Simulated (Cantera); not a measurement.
**Premixed flame**

A freely propagating, adiabatic, planar premixed flame of 35.0 % H2, 12.5 % O2, 52.5 % N2, equivalence ratio 1.4, unburnt at 675 K and 0.720 bar; unity-Lewis-number transport, grid criteria slope 0.08 and curve 0.16, no radiation.

Computed with Cantera and the H2/O2 subset of GRI-Mech 3.0, which has no nitrogen chemistry. Unity Lewis numbers drop preferential diffusion, which matters most where H2 and H carry the flame. Burning velocities carry a grid error of a few per cent, more on coarse grids.

```csv
z (mm),T (K),u (m/s),x H2,x O2,x H2O2,x H2O,x H,x OH
-1.82,675,6.17,0.350,0.125,<1e-8,<1e-8,<1e-8,<1e-8
-1.21,675,6.17,0.350,0.125,<1e-8,3.64e-8,<1e-8,<1e-8
-0.910,675,6.17,0.350,0.125,<1e-8,6.23e-7,<1e-8,<1e-8
-0.607,675,6.17,0.350,0.125,1.20e-8,1.56e-5,1.22e-8,<1e-8
-0.303,692,6.32,0.348,0.124,1.01e-6,0.00217,8.73e-5,8.67e-6
-0.152,858,7.76,0.322,0.112,2.17e-6,0.0287,0.00563,0.000343
0,1268,11.2,0.198,0.0579,1.87e-6,0.135,0.0568,0.00323
0.152,1544,13.4,0.105,0.0169,1.52e-6,0.213,0.0939,0.00819
0.303,1677,14.4,0.0953,0.00961,1.02e-6,0.229,0.0878,0.0105
0.607,1823,15.5,0.0990,0.00712,5.63e-7,0.237,0.0718,0.0119
1.21,1977,16.5,0.103,0.00510,2.91e-7,0.245,0.0551,0.0125
2.43,2121,17.5,0.106,0.00325,1.58e-7,0.255,0.0400,0.0118
4.85,2245,18.4,0.108,0.00181,9.26e-8,0.264,0.0275,0.00997
```
x: mole fraction of selected species; z is measured from the peak of heat release.

```json
{
  "laminar_burning_velocity": "617 cm/s",
  "thermal_thickness": "0.607 mm",
  "peak x(H2O2)": "2.20e-6",
  "peak x(H)": "0.0942",
  "peak x(OH)": "0.0125",
  "grid_points": "132"
}
```
